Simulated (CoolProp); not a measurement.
Vapour-liquid equilibrium of ethane (1) + propane (2) at -97.15 °C; x and y are mole fractions of (1).

Values from CoolProp's multi-fluid Helmholtz-energy mixture model, Bücker 2006 and Lemmon 2009; pair parameters Kunz 2012.

```csv
x,"bubble pressure, mixture model (MPa)","bubble pressure, Raoult's law (MPa)","y, mixture model","y, Raoult's law"
0.05,[?],0.006608,0.460,0.471
0.2,[?],0.01539,[?],0.809
0.35,[?],0.02417,0.894,0.901
0.5,[?],0.03296,[?],0.944
0.65,0.04058,0.04174,[?],0.969
0.8,0.04988,0.05052,0.986,0.985
0.95,0.05919,0.05931,0.997,0.997
```

Task: Fill in the missing entries.

Result: 
- 0.05, bubble pressure, mixture model (MPa): 0.006492
- 0.2, bubble pressure, mixture model (MPa): 0.01470
- 0.2, y, mixture model: 0.797
- 0.35, bubble pressure, mixture model (MPa): 0.02297
- 0.5, bubble pressure, mixture model (MPa): 0.03157
- 0.5, y, mixture model: 0.941
- 0.65, y, mixture model: 0.968

The largest gap from Raoult's law is -5.0 % in bubble pressure, at x = 0.35. No azeotrope shows between x = 0.05 and 0.95.

Pair parameters are fitted to limited data, so mixtures are less certain than the pure fluids.
